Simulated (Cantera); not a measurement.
A diamond (100) surface in a fixed gas of H2 with x(CH4) = 0.0083, x(CH3) = 0.00031, at 925 K, 32.3 Torr; coverages are run to steady state.

Model: the Harris–Goodwin 1993 mechanism for the reconstructed diamond (100) surface, integrated in Cantera.

One state of this run: growth (µm/h) = 4.78; θ c6HH = 0.659; θ c6H* = 0.0122; θ c6*H = 0.310; θ c6** = 0.00541; θ c6HM = 0.0105. θ: site fractions in the mechanism's names (c6HH fully hydrogenated, c6H* and c6*H radical sites, c6** diradical, c6HM methylated).

**Question.** Which value of x(H) does it belong to?
A) 0.022
B) 0.00047
C) 0.00022
D) 0.0022

**Answer.** A, 0.022
